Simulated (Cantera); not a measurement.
Charge: 1 mol Si, 2 mol HCl, 4.3 mol H2, held at 1275 K and 0.100 bar.

These are equilibrium values from Cantera (NASA tables, ideal gas, pure condensed phases), not measurements of a reactor. The tables' values for SiCl3 are old estimates; treat these amounts as uncertain. Kinetics and transport are ignored.

| species | before | after |
|---|---|---|
| H2 | 0.831 | 0.894 |
| SiCl4 | 0.0309 | 0.0635 |
| SiHCl3 | 0.0115 | 0.0220 |
| HCl | 0.0901 | 0.0182 |
| SiCl2 | 0.0253 | 0.000627 |
| SiCl3 | 0.0110 | 0.00128 |
| SiH2Cl2 | 0.000592 | 0.000824 |
| Si(s), mol | 0.524 | 0.488 |
Gas species are given as mole fractions.

Task: Which change was made?
A) temperature from 1275 K to 1198 K
B) pressure from 0.100 bar to 2.50 bar
C) temperature from 1275 K to 1098.15 K
D) temperature from 1275 K to 1000 K

Result: D, temperature from 1275 K to 1000 K
